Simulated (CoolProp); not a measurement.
Chlorine at several states: density (kg/m³) from the reference equation and from simpler models built on Tc = 416.9 K, pc = 76.42 bar, ω = 0.070; each cubic takes its own stable root.

Values from CoolProp's reference Helmholtz-energy equation of state, Thol 2021.

| T (K) | p (bar) | phase | reference |
|---|---|---|---|
| 340.7 | 10.8 | gas | 29.85 |
| 408 | 0.373 | gas | 0.7809 |
| 424 | 0.23 | gas | 0.4630 |
| 296.4 | 23.2 | liquid | 1403 |
| 365.1 | 2.86 | gas | 6.807 |
| 200.5 | 16.2 | liquid | 1670 |

Problem. How far does each simpler model (Redlich-Kwong, Soave-Redlich-Kwong, Peng-Robinson) lie from the reference over these 6 states: mean and median of the absolute difference, and the worst?

Solution. 
- Redlich-Kwong: mean 2.8 %, median 0.2 %, worst -8.4 % at 296.4 K and 23.2 bar
- Soave-Redlich-Kwong: mean 2.8 %, median 0.1 %, worst -8.3 % at 200.5 K and 16.2 bar
- Peng-Robinson: mean 1.3 %, median 0.4 %, worst +4.0 % at 296.4 K and 23.2 bar
